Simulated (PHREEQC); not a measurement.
Make-up at 25 °C: 0.047 mol/kgw FeCl2. Closed to the air; pH follows from the charge balance.

The numbers come from PHREEQC with the ion-association model, phreeqc.dat.

### Question
The ionic strength comes out as 0.137 mol/kgw. What activity coefficients do H+, Cl-, Fe+2, FeOH+, FeCl+ get?

### Answer
H+ 0.81, Cl- 0.74, Fe+2 0.37, FeOH+ 0.76, FeCl+ 0.76.

This is a speciation only: nothing precipitates in the calculation.
